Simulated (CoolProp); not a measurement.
Computed with CoolProp (reference Helmholtz-energy equation of state, Thol 2014).

### Question
Give the vapour pressure (bar), vapour Z, surface tension (mN/m) of saturated diethyl ether at 81.25, 100.85, 115.55 °C.

### Answer
| T (°C) | p (bar) | vapour Z | surface tension (mN/m) |
|---|---|---|---|
| 81.25 | 4.16 | 0.882 | 10.0 |
| 100.85 | 6.67 | 0.838 | 7.89 |
| 115.55 | 9.19 | 0.798 | 6.35 |

Surface tension comes from a separate correlation (Mulero 2014).
